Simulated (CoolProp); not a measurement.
Computed with CoolProp (reference Helmholtz-energy equation of state, Schroeder 2014).

Q: Give the vapour pressure (MPa), liquid density (kg/m³), enthalpy of vaporisation (kJ/kg), liquid cp (kJ/(kg K)) of saturated ethanol at 402.7 K.

A: 
```tsv
T (K)	p (MPa)	liquid density (kg/m³)	enthalpy of vaporisation (kJ/kg)	liquid cp (kJ/(kg K))
402.7	0.566	679	745	3.55
```
